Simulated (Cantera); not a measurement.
Predominance diagram of Li at 900 K against the partial pressures of O2 and Cl2 (log10, bar). Standard-state values (1 bar) from the NASA 1993 polynomials, evaluated with Cantera. Candidates: Li(l), LiCl(l), Li2O(s). Only these pure phases compete in this equilibrium. Not in the tables: the peroxide.

```
log p(Cl2) \ log p(O2)
        columns: -33, -31.4, -29.8, -28.1, -26.5, -24.9, -23.3, -21.7, -20, -18.4, -16.8, -15.2, -13.6, -12, -10.3, -8.7, -7.1, -5.5, -3.9, -2.2, -0.6, 1
      0  A A A A A A A A A A A A A A A A A A A A A A
   -1.3  A A A A A A A A A A A A A A A A A A A A A A
   -2.5  A A A A A A A A A A A A A A A A A A A A A A
   -3.8  A A A A A A A A A A A A A A A A A A A A A A
   -5.1  A A A A A A A A A A A A A A A A A A A A A A
   -6.4  A A A A A A A A A A A A A A A A A A A A A A
   -7.6  A A A A A A A A A A A A A A A A A A A A A A
   -8.9  A A A A A A A A A A A A A A A A A A A A A A
  -10.2  A A A A A A A A A A A A A A A A A A A A A A
  -11.5  A A A A A A A A A A A A A A A A A A A A B B
  -12.7  A A A A A A A A A A A A A A A A A A A B B B
    -14  A A A A A A A A A A A A A A A A A B B B B B
```

A: LiCl(l); B: Li2O(s).
